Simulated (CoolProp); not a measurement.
1,2-dichloroethane at 311.55 K and 1.25 MPa is throttled through a valve to 0.37 MPa with no heat exchange. Each further row changes one setting.

Values from CoolProp's reference Helmholtz-energy equation of state, Thol 2015.

| case | temperature change (K) |
|---|---|
| as stated | +0.3 |
| outlet pressure 0.111 MPa | +0.4 |
| outlet pressure 0.481 MPa | +0.3 |
